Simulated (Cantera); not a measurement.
Charge: 1 mol SiF4, 5.2 mol O3, 0.55 mol H2, equilibrated at 823.15 K and 2.20 mbar.

These are equilibrium values from Cantera (NASA tables, ideal gas, pure condensed phases), not measurements of a reactor. Candidate condensed phases: H2O, Si, SiO2; 38 gas species. Kinetics and transport are ignored.

Task: What is the equilibrium state?

Result: 
| Quantity | Value |
|---|---|
| x(O2) | 0.810 |
| x(HF) | 0.0939 |
| x(SiF4) | 0.0841 |
| x(H2O) | 0.0122 |
| n(SiO2(α-quartz)) | 0.218 mol |
| gas amount | 9.293 mol |
| log10 activity of Si(s) (absent) | -45.56 |
